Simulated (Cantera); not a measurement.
A freely propagating, adiabatic, planar premixed flame of 8.10 % CH4, 3.57 % CO, 18.0 % O2, 55.8 % N2, 14.6 % CO2, unburnt at 373 K and 1.97 atm; mixture-averaged transport, grid criteria slope 0.08 and curve 0.16, no radiation.

Model: GRI-Mech 3.0 (53 species, 325 reactions), integrated in Cantera. Burning velocities carry a grid error of a few per cent, more on coarse grids.

x: mole fraction of selected species; z is measured from the peak of heat release.

```csv
z (mm),T (K),u (m/s),x CH4,x CO,x O2,x HO2,x H2,x HCO
-1.07,373,0.252,0.0810,0.0356,0.180,2.25e-8,0.000525,<1e-8
-0.710,376,0.254,0.0807,0.0356,0.179,3.58e-7,0.00152,<1e-8
-0.533,386,0.261,0.0798,0.0357,0.178,1.76e-6,0.00268,<1e-8
-0.355,458,0.311,0.0750,0.0367,0.172,1.51e-5,0.00488,<1e-8
-0.178,865,0.594,0.0507,0.0438,0.136,0.000123,0.00811,4.78e-8
-0.0888,…,0.873,…,…,…,…,0.00966,…
0,1659,1.14,0.00456,0.0577,0.0497,8.19e-5,0.00928,1.59e-5
0.0888,1810,1.24,0.000108,0.0473,0.0285,1.72e-5,0.00636,1.92e-6
0.178,1874,1.27,1.38e-6,0.0387,0.0225,1.07e-5,0.00538,9.20e-8
0.355,1947,1.32,<1e-8,0.0315,0.0181,6.50e-6,0.00453,3.13e-8
0.710,2017,1.36,<1e-8,0.0251,0.0141,3.47e-6,0.00346,1.25e-8
1.42,2073,1.39,<1e-8,0.0193,0.0107,1.79e-6,0.00254,<1e-8
2.84,2113,1.41,<1e-8,…,…,…,…,<1e-8
```

Fill in the missing entries.


- -0.0888, T (K): 1268
- -0.0888, x CH4: 0.0267
- -0.0888, x CO: 0.0521
- -0.0888, x O2: 0.0950
- -0.0888, x HO2: 0.000148
- -0.0888, x HCO: 2.41e-6
- 2.84, x CO: 0.0147
- 2.84, x O2: 0.00816
- 2.84, x HO2: 9.92e-7
- 2.84, x H2: 0.00188
